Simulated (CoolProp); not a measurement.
Properties of dimethyl carbonate along the isotherm 575.7 K (Tc = 557.0 K, pc = 49.09 bar, ω = 0.346).

Computed with CoolProp (reference Helmholtz-energy equation of state, Zhou 2011).

```
p (bar)          phase  cp (kJ/(kg K))  Joule-Thomson coefficient (K/MPa)
-------  -------------  --------------  ---------------------------------
0.233              gas           1.820                              6.018
0.414              gas           1.820                              6.027
0.736              gas           1.822                              6.044
1.31               gas           1.824                              6.074
2.33               gas           1.828                              6.129
4.14               gas           1.835                              6.230
7.36               gas           1.850                              6.424
13.1               gas           1.881                              6.819
23.3               gas           1.962                              7.732
41.4               gas           2.346                              10.46
73.6     supercritical           4.298                              4.018
```
